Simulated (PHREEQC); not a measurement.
Consider water at 25 °C with 0.0047 mol MgCl2 and 0.00046 mol HI per kg of water. Closed to the air; pH follows from the charge balance.

Model: ion-association model, wateq4f.dat, run in PHREEQC.

Precipitation was switched off in this run.

Q: What pH does the model give?

A: pH 3.38.
